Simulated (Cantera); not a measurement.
Mixture: CO : H2 : CH4 : O2 : N2 : H2O = 1 : 0.1 : 0.19 : 0.93 : 3.5 : 0.18 (molar parts), equivalence ratio 1.0, at 13.0 bar, adiabatic and at constant volume. Ignition delay is the time to a rise of 400 K.

Cantera simulation using GRI-Mech 3.0 (53 species, 325 reactions); the numbers are that mechanism's predictions, not measurements. The pressure lies above the range GRI-Mech 3.0 was tuned for (to about 10 atm).

### Question
At T0 = 1450 K, what is the delay, and which 6 reactions control it most (d ln τ / d ln k, from doubling and halving each rate constant)?

### Answer
The delay is 30.6 µs.
| reaction | d ln τ / d ln k | faster rate |
|---|---|---|
| H + O2 <=> O + OH | -1.13 | shortens it |
| CH4 + OH <=> CH3 + H2O | 0.55 | lengthens it |
| CH3 + HO2 <=> CH3O + OH | -0.39 | shortens it |
| CO + OH <=> CO2 + H | -0.32 | shortens it |
| H2 + OH <=> H + H2O | -0.29 | shortens it |
| CH3 + H (+M) <=> CH4 (+M) | 0.24 | lengthens it |
